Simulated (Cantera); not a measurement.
Input: 1 mol SiCl4, 0.11 mol CH4, 91 mol H2, 0.026 mol C3H8, at 0.100 bar.

Equilibrium computed with Cantera from the NASA thermochemical tables; the gas is ideal and each condensed phase is pure. Candidate condensed phases: C, C6H6, C7H8, C8H18, Si, SiC; 109 gas species. Mutual solubility and eutectic melting of coexisting phases are not modelled. The tables' values for SiCl, SiCl3 are old estimates; treat these amounts as uncertain. Gases not in the tables: Si2H6 and higher silanes. Kinetics and transport are ignored.

log p: log10 of the partial pressure in bar; n: condensed amount in mol.

```csv
T (K),log p H2,log p HCl,log p H,log p Si,log p SiCl2,n Si(s),n SiC(s),n Si(l)
1100,-1.01,-2.71,-8.09,<-13,-4.10,0.151,0.188,0
1200,-1.01,-2.54,-7.21,-11.86,-3.69,0.342,0.188,0
1300,-1.02,-2.48,-6.46,-10.36,-3.51,0.427,0.188,0
1400,-1.02,-2.46,-5.82,-9.08,-3.44,0.437,0.188,0
1500,-1.02,-2.46,-5.26,-7.98,-3.40,0.427,0.188,0
1600,-1.02,-2.47,-4.77,-7.01,-3.38,0.412,0.188,0
1700,-1.02,-2.47,-4.34,-6.17,-3.36,0,0.188,?
1800,-1.02,-2.46,-3.95,-5.50,-3.41,0,0.188,0.434
1900,-1.02,-2.45,-3.61,-4.90,-3.45,0,0.188,0.451
2000,-1.02,-2.44,-3.30,-4.36,-3.49,0,0.186,0.433
2100,-1.02,-2.44,-3.02,-3.87,-3.53,0,0.181,?
2200,-1.03,-2.44,-2.76,-3.43,-3.58,0,0.161,?
2300,-1.03,-2.43,-2.53,-3.26,-3.81,0,0.0906,?
```

Problem. Complete the blanks.

Solution. 
- 1700, n Si(l): 0.401
- 2100, n Si(l): 0.337
- 2200, n Si(l): 0.0582
- 2300, n Si(l): 0
